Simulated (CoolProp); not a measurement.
Vapour-liquid equilibrium of hydrogen sulfide (1) + isobutane (2) at 271.1 K; x and y are mole fractions of (1).

The numbers come from the multi-fluid Helmholtz-energy mixture model, Lemmon 2006 and Bücker 2006; pair parameters Kunz 2012 in CoolProp.

| x | bubble pressure, mixture model (MPa) | bubble pressure, Raoult's law (MPa) | y, mixture model | y, Raoult's law |
|---|---|---|---|---|
| 0.05 | 0.2143 | 0.1872 | 0.338 | 0.260 |
| 0.2 | 0.4118 | 0.3110 | 0.691 | 0.625 |
| 0.35 | 0.5704 | 0.4349 | 0.803 | 0.782 |
| 0.5 | 0.6861 | 0.5588 | 0.857 | 0.869 |
| 0.65 | 0.7747 | 0.6827 | 0.895 | 0.925 |
| 0.8 | 0.8554 | 0.8065 | 0.931 | 0.964 |
| 0.95 | 0.9412 | 0.9304 | 0.979 | 0.992 |

The largest gap from Raoult's law is +32.4 % in bubble pressure, at x = 0.2. No azeotrope shows between x = 0.05 and 0.95.

Pair parameters are fitted to limited data, so mixtures are less certain than the pure fluids.
